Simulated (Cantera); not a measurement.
Mixture: CH4 : O2 : N2 = 1 : 2.17 : 8.17 (molar parts), equivalence ratio 0.92, at 13.8 atm, adiabatic and at constant pressure. Ignition delay is the time to a rise of 400 K.

Model: GRI-Mech 3.0 (53 species, 325 reactions), integrated in Cantera. The pressure lies above the range GRI-Mech 3.0 was tuned for (to about 10 atm).

### Question
What does this change do: pressure from 13.8 atm to 0.987 atm?

### Answer
```tsv
quantity	before	after
delay at 1025 K	36.9 ms	0.690 s
delay at 1225 K	2.33 ms	30.9 ms
delay at 1425 K	0.274 ms	2.51 ms
delay at 1625 K	45.3 µs	0.373 ms
delay at 1825 K	10.3 µs	95.1 µs
apparent activation energy between 1725 and 1925 K	180 kJ/mol	160 kJ/mol
```

### Question
What does this change do: 0.12 parts H2 added?

### Answer
```
quantity                                                before       after
--------------------------------------------------  ----------  ----------
delay at 1025 K                                        36.9 ms     9.09 ms
delay at 1225 K                                        2.33 ms    0.749 ms
delay at 1425 K                                       0.274 ms    0.144 ms
delay at 1625 K                                        45.3 µs     31.2 µs
delay at 1825 K                                        10.3 µs     8.26 µs
apparent activation energy between 1725 and 1925 K  180 kJ/mol  170 kJ/mol
```
